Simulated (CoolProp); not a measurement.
Vapour-liquid equilibrium of ethylbenzene (1) + m-xylene (2) at 360.9 K; x and y are mole fractions of (1).

Values from CoolProp's multi-fluid Helmholtz-energy mixture model, Zhou 2012 and Zhou 2012; pair parameters Bell 2016.

**Question.** Give the bubble pressure and the first vapour's composition at x = 0.2, 0.65, 0.8. Is there an azeotrope?

**Answer.** x = 0.2: 0.02075 MPa, y = 0.219; x = 0.65: 0.02175 MPa, y = 0.671; x = 0.8: 0.02204 MPa, y = 0.813. No azeotrope shows between x = 0.05 and 0.95.

Pair parameters are fitted to limited data, so mixtures are less certain than the pure fluids.
